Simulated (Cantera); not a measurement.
Ignition delay

Mixture: 5.74 % CH₄, 2.76 % H₂, 19.2 % O₂, 72.3 % N₂, at 55000 Pa, adiabatic and at constant volume. Ignition delay is the time to a rise of 400 K.

Cantera simulation using GRI-Mech 3.0 (53 species, 325 reactions); the numbers are that mechanism's predictions, not measurements.

| T0 (K) | delay (ms) |
|---|---|
| 1125 | 6.07 |
| 1200 | 3.00 |
| 1275 | 1.59 |
| 1350 | 0.902 |
| 1425 | 0.550 |
| 1500 | 0.355 |
| 1575 | 0.239 |
| 1650 | 0.166 |
| 1725 | 0.118 |
| 1800 | 0.0854 |

The apparent activation energy between 1650 and 1800 K is 110 kJ/mol.
